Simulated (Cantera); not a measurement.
What does this Cantera script print?

```python
import numpy as np
import cantera as ct

gas = ct.Solution("gri30.yaml")
gas.TPX = 2150, 210000, {'CH4': 1, 'CO2': 3.2}
inlet = ct.Reservoir(gas, clone=True)

reactor = ct.IdealGasConstPressureReactor(gas, energy="off", clone=False)
exhaust = ct.Reservoir(gas, clone=True)
tau = [9.5, 1.9, 0.39, 0.078, 0.016, 0.0032, 0.00065, 0.00013][0]
for a, b in ((inlet, reactor), (reactor, exhaust)):
    ct.MassFlowController(a, b, mdot=lambda t: reactor.mass / tau)
net = ct.ReactorNet([reactor])
show = ['CH4', 'CO2', 'O2', 'CH3', 'HO2', 'H2O2']

rows = []
print(f"{'tau/s':>10s}{'T/K':>9s}" + "".join(f"{s:>11s}" for s in show))
for tau in [9.5, 1.9, 0.39, 0.078, 0.016, 0.0032, 0.00065, 0.00013]:
    net.initial_time = 0.0
    net.advance(30 * tau)
    before = gas.X
    net.advance(40 * tau)
    drift = np.max(np.abs(gas.X - before) / (gas.X + 1e-9))
    rows.append([gas.T, *gas[show].X, drift])
    print(f"{tau:10.3e}{gas.T:9.1f}" + "".join(f"{x:11.3e}" for x in gas[show].X))
```

Output:

```
     tau/s      T/K        CH4        CO2         O2        CH3        HO2       H2O2
 9.500e+00   2150.0  3.445e-06  1.584e-01  7.925e-07  5.292e-07  7.151e-10  7.409e-10
 1.900e+00   2150.0  1.822e-05  1.584e-01  7.490e-07  2.730e-06  6.752e-10  7.020e-10
 3.900e-01   2150.0  1.018e-04  1.586e-01  6.500e-07  1.430e-05  5.860e-10  6.132e-10
 7.800e-02   2150.0  5.432e-04  1.598e-01  5.790e-07  7.254e-05  5.262e-10  5.516e-10
 1.600e-02   2150.0  2.257e-03  1.660e-01  5.447e-07  2.982e-04  5.233e-10  5.470e-10
 3.200e-03   2150.0  7.017e-03  1.987e-01  4.491e-07  9.366e-04  5.994e-10  6.105e-10
 6.500e-04   2150.0  1.818e-02  3.015e-01  2.911e-07  2.314e-03  7.952e-10  6.695e-10
 1.300e-04   2150.0  5.319e-02  4.805e-01  1.055e-07  5.279e-03  7.424e-10  3.498e-10
```

Model: GRI-Mech 3.0 (53 species, 325 reactions), integrated in Cantera.
